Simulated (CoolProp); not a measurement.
Vapour-liquid equilibrium of propane (1) + benzene (2) at 334.5 K; x and y are mole fractions of (1).

Computed with CoolProp (multi-fluid Helmholtz-energy mixture model, Lemmon 2009 and Thol 2012; pair parameters Bell 2016).

```tsv
x	bubble pressure (MPa)	y at the bubble point	dew pressure at overall composition x (MPa)	liquid density (mol/L)
0.05	0.2196	0.749	0.05770	10.71
0.15	0.4970	0.890	0.06454	10.77
0.25	0.7238	0.926	0.07319	10.81
0.35	0.9177	0.943	0.08450	10.83
0.45	1.092	0.954	0.09992	10.83
0.55	1.258	0.963	0.1222	10.80
0.65	1.424	0.970	0.1572	10.73
0.75	1.599	0.977	0.2201	10.58
0.85	1.795	0.985	0.3663	10.35
0.95	2.031	0.994	1.022	9.945
```

No azeotrope shows between x = 0.05 and 0.95.

Pair parameters are fitted to limited data, so mixtures are less certain than the pure fluids. The gap from Raoult's law changes sign with composition, which may be real or a fault of the pair parameters; it wasn't checked against measurements.
